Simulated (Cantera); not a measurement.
Input (Python, Cantera) and output of one run.

```python
import numpy as np
import cantera as ct

gas_names = """
    H H2 Si SiH SiH2 SiH3 SiH4 Si2 Si3
""".split()
cond_names = """
    Si(cr) Si(L)
""".split()


# ... load() reads the species with a 1 bar reference pressure and builds the phases ...
atoms = {
    'Si': {'Si': 1},
    'H2': {'H': 2},
}
top_T = {}  # K; cautious upper limits of use, not melting points


# ... equilibrate(T, P, feed) seeds the gas with the atoms and calls Mixture.equilibrate('TP', solver="vcs", rtol=1e-11, max_steps=5000) ...
results = []
feed = {'Si': 1, 'H2': 9.5}  # mol
T = 1548  # K
P = 100000  # Pa
mix = equilibrate(T, P, feed)
results.append((T, P, feed, dict(zip(mix.species_names, mix.species_moles))))
print(gas.report(threshold=0.001))
for i in range(1, mix.n_phases):
    print(f"{mix.phase(i).name:16s} {mix.phase_moles(i):12.5e} mol")
```

It prints:

```
       temperature   1548 K
          pressure   1e+05 Pa
           density   0.015664 kg/m^3
  mean mol. weight   2.0161 kg/kmol
   phase of matter   gas

                          1 kg             1 kmol
                     ---------------   ---------------
          enthalpy        1.8798e+07        3.7899e+07  J
   internal energy        1.2414e+07        2.5028e+07  J
           entropy             89242        1.7992e+05  J/K
    Gibbs function       -1.1935e+08       -2.4062e+08  J
 heat capacity c_p             16145             32550  J/K
 heat capacity c_v             12021             24235  J/K

                      mass frac. Y      mole frac. X     chem. pot. / RT
                     ---------------   ---------------   ---------------
                H2           0.99992           0.99997           -18.695
     [   +8 minor]        7.5418e-05        3.4743e-05

Si(cr)            9.99962e-01 mol
```

Method: chemical equilibrium by Gibbs-energy minimisation in Cantera with the NASA 1993 tables (ideal gas, pure condensed phases).
